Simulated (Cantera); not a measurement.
## Thermodynamics of oxide etching and cleaning by halides, feed CaO + HBr + N₂

A closed system holds: 1 mol CaO, 42 mol HBr, 7.5 mol N₂, at 60.0 Torr.

Cantera equilibrium calculation (NASA polynomials, part measured and part estimated; ideal gas, pure solids and liquids). Candidate condensed phases: Br₂, Ca, CaBr₂, CaO, Ca(OH)₂, H₂O; 34 gas species. Rates play no part.

| T (°C) | x HBr | x N₂ | x Br | x H₂ | x H₂O | x CaBr₂ | n CaBr₂(l) |
|---|---|---|---|---|---|---|---|
| 875 | 0.819 | 0.154 | 0.00260 | 0.00208 | 0.0206 | 0.000273 | 0.987 |
| 975 | 0.812 | 0.154 | 0.00652 | 0.00420 | 0.0205 | 0.00215 | 0.895 |
| 1075 | 0.793 | 0.152 | 0.0139 | 0.00796 | 0.0202 | 0.0120 | 0.407 |
| 1175 | 0.769 | 0.150 | 0.0260 | 0.0141 | 0.0199 | 0.0199 | 0 |
| 1275 | 0.743 | 0.148 | 0.0446 | 0.0234 | 0.0198 | 0.0198 | 0 |
| 1375 | 0.707 | 0.146 | 0.0705 | 0.0363 | 0.0195 | 0.0195 | 0 |
| 1475 | 0.660 | 0.144 | 0.104 | 0.0529 | 0.0191 | 0.0191 | 0 |
| 1575 | 0.603 | 0.141 | 0.144 | 0.0728 | 0.0187 | 0.0187 | 0 |
x: gas mole fraction; n: condensed amount in mol.

From 875 °C to 1075 °C the condensed part is CaBr₂(l). From 1175 °C to 1575 °C nothing is condensed. The main Ca-bearing gas is CaBr₂ throughout.
